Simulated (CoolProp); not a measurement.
Model: reference Helmholtz-energy equation of state, Lemmon 2006, in CoolProp. It is a short technical equation, of lower accuracy than the large ones.

Task: For carbon monoxide, give the phase and the cp (kJ/(kg K)), expansivity (1/kK) at 256.1 K and 43.7 bar; 256.1 K and 78.7 bar.

Result: 
- 256.1 K and 43.7 bar: supercritical; cp 1.16, expansivity 4.68
- 256.1 K and 78.7 bar: supercritical; cp 1.26, expansivity 5.19
